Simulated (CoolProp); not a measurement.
Saturation properties of CHF3 (R23) (Tc = 299.3 K, pc = 48.32 bar, ω = 0.263).

Values from CoolProp's reference Helmholtz-energy equation of state, Penoncello 2003.

| T (K) | p (bar) | vapour density (kg/m³) | enthalpy of vaporisation (kJ/kg) | liquid cp (kJ/(kg K)) | liquid viscosity (µPa s) | vapour viscosity (µPa s) |
|---|---|---|---|---|---|---|
| 228.9 | 6.016 | 25.55 | 203.8 | 1.350 | 176 | 11.6 |
| 235.5 | 7.702 | 32.68 | 196.3 | 1.384 | 161 | 11.9 |
| 242.1 | 9.720 | 41.40 | 188.1 | 1.425 | 147 | 12.3 |
| 248.7 | 12.11 | 52.05 | 179.3 | 1.475 | 134 | 12.8 |
| 255.2 | 14.87 | 64.89 | 169.8 | 1.538 | 122 | 13.3 |
| 261.8 | 18.13 | 80.94 | 159.2 | 1.622 | 111 | 13.8 |
| 268.4 | 21.89 | 101.0 | 147.3 | 1.738 | 100 | 14.4 |
| 274.9 | 26.15 | 126.1 | 133.8 | 1.906 | 89.7 | 15.2 |
| 281.5 | 31.10 | 159.6 | 117.7 | 2.194 | 79.0 | 16.2 |

It boils at 191.1 K under 1 atm.

Viscosity comes from a separate model (Shan 2000).
